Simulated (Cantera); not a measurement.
A closed system holds: 1 mol BF3, 0.65 mol O2, 0.75 mol H2, at 0.0133 bar.

Method: chemical equilibrium by Gibbs-energy minimisation in Cantera with the NASA 1993 tables (ideal gas, pure condensed phases). Candidate condensed phases: B, B2O3, B3O3H3, H2O; 43 gas species. Gases not in the tables: H3BO3. Rates play no part. All values below are at 1027 °C.

Base state: HF 0.388, BF3 0.240, H2O 0.124, O2 0.118, BOF 0.0911, B3O3F3 0.0299, HBO2 0.00887, BOF2 9.71e-5 (mole fractions); condensed: gas only.

Q: What changes in the equilibrium state with this change: O2 from 0.65 to 2.3 mol?

A: 
```tsv
species	before	after
O2	0.118	0.477
HF	0.388	0.237
BF3	0.240	0.132
B3O3F3	0.0299	0.0134
H2O	0.124	0.0643
BOF	0.0911	0.0697
(HBO2)3	3.50e-5	9.68e-6
HBO2	0.00887	0.00578
B2O3	1.25e-5	1.02e-5
```

Q: What changes in the equilibrium state with this change: O2 from 0.65 to 0.18 mol?

A: 
| species | before | after |
|---|---|---|
| BF3 | 0.240 | 0.370 |
| HF | 0.388 | 0.289 |
| H2 | 2.70e-7 | 0.200 |
| O2 | 0.118 | <1e-9 |
| H2O | 0.124 | 0.0387 |
| B3O3F3 | 0.0299 | 0.0199 |
| BOF | 0.0911 | 0.0796 |
| BHF2 | <1e-9 | 4.34e-5 |
| OH | 2.97e-5 | 1.08e-8 |
| BOF2 | 9.71e-5 | 7.33e-8 |
| (HBO2)3 | 3.50e-5 | 1.74e-6 |
| HBO2 | 0.00887 | 0.00326 |
